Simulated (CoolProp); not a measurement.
A single-stage vapour-compression cycle with R11: evaporating at 280.15 K (dew point), condensing at 339.15 K (bubble point), superheat 10 K, subcooling 2 K, compressor efficiency 0.65, no pressure losses. Each further row changes one setting.

Model: reference Helmholtz-energy equation of state, Jacobsen 1992, in CoolProp.

```csv
case,cooling COP,pressure ratio,discharge temperature (K),refrigerating effect (kJ/kg),volumetric capacity (kJ/m³)
as stated,2.57,6.84,386.6,142,445
evaporating temperature 285.15 K,2.91,5.61,382.2,145,545
condensing temperature 334.15 K,2.87,5.98,379.5,147,459
subcooling 7 K,2.65,6.84,386.6,147,459
superheat 20 K,2.58,6.84,398.7,148,447
compressor efficiency 0.55,2.17,6.84,401.9,142,445
```
